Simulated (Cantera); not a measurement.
**Equilibrium for hydrogen reduction and annealing atmospheres: TiO₂ + H₂ + H₂O**

Feed: 1 mol TiO₂, 0.66 mol H₂, 0.081 mol H₂O, held at 1900 K and 14.0 Pa.

These are equilibrium values from Cantera (NASA tables, ideal gas, pure condensed phases), not measurements of a reactor. Candidate condensed phases: H₂O, Ti, TiO, TiO₂, Ti₂O₃, Ti₃O₅, Ti₄O₇; 12 gas species. Mutual solubility and eutectic melting of coexisting phases are not modelled. Condensed phases not in the tables: Magnéli phases beyond Ti₄O₇. The numbers say what is thermodynamically allowed, not how fast it happens.

```yaml
x(H₂): 0.802
x(H₂O): 0.137
x(H): 0.0601
x(OH): 0.000844
x(TiO₂): 0.000225
x(O): 4.75e-5
x(TiO): 1.26e-5
x(O₂): 3.54e-6
n(TiO₂(rutile)): 0.902 mol
n(Ti₄O₇(s)): 0.0245 mol
gas_amount: 0.7645 mol
log10 activity of Ti₃O₅(s) (absent): -0.09
log10 activity of Ti₂O₃(s) (absent): -0.68
log10 activity of Ti(β) (absent): -7.28
```
